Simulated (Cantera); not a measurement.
Feed: 1 mol SiC, 0.097 mol H2O, 3.1 mol H2, 0.025 mol CO2, held at 1475 °C.

These are equilibrium values from Cantera (NASA tables, ideal gas, pure condensed phases), not measurements of a reactor. Candidate condensed phases: C, C6H6, C7H8, C8H18, H2O, Si, SiC, SiO2; 123 gas species. Mutual solubility and eutectic melting of coexisting phases are not modelled. The tables hold silica as quartz up to 1696 K and as liquid above; real silica turns to tridymite and cristobalite and melts near 1996 K. The numbers say what is thermodynamically allowed, not how fast it happens.

What share of the Si ends up in condensed phases as a function of P (Pa), at 0.100, 1, 10, 100, 1000, 10000, 100000, 1000000?


```tsv
P (Pa)	Si condensed (%)	as
0.100	87.5	SiC(s)
1	90.5	SiC(s)
10	93.4	SiC(s)
100	93.8	SiC(s)
1000	93.9	SiC(s)
10000	93.9	SiC(s)
100000	96.8	SiC(s) + SiO2(condensed)
1000000	99.8	SiC(s) + SiO2(condensed)
```
